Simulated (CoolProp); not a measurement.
Vapour-liquid equilibrium of toluene (1) + n-decane (2) at 3.94 bar; x and y are mole fractions of (1).

The numbers come from the multi-fluid Helmholtz-energy mixture model, Lemmon 2006 and Lemmon 2006; pair parameters Bell 2016 in CoolProp.

```
x     bubble temperature (K)  y at the bubble point  dew temperature at overall composition x (K)  liquid density (mol/L)
----  ----------------------  ---------------------  --------------------------------------------  ----------------------
0.05                   504.2                  0.127                                         507.5                   3.932
0.15                   493.6                  0.347                                         503.2                   4.214
0.25                   483.7                  0.519                                         498.5                   4.513
0.35                   475.0                  0.648                                         493.4                   4.832
0.45                   467.4                  0.744                                         487.9                   5.173
0.55                   460.8                  0.815                                         481.8                   5.542
0.65                   455.2                    [?]                                         474.8                     [?]
0.75                   450.2                  0.915                                           [?]                     [?]
0.85                     [?]                  0.953                                         457.4                   6.900
0.95                   441.6                  0.985                                         446.0                   7.475
```

### Question
Some entries are withheld; supply them.

### Answer

- 0.65, y at the bubble point: 0.871
- 0.65, liquid density (mol/L): 5.946
- 0.75, dew temperature at overall composition x (K): 466.8
- 0.75, liquid density (mol/L): 6.395
- 0.85, bubble temperature (K): 445.7

No azeotrope shows between x = 0.05 and 0.95.

Pair parameters are fitted to limited data, so mixtures are less certain than the pure fluids.
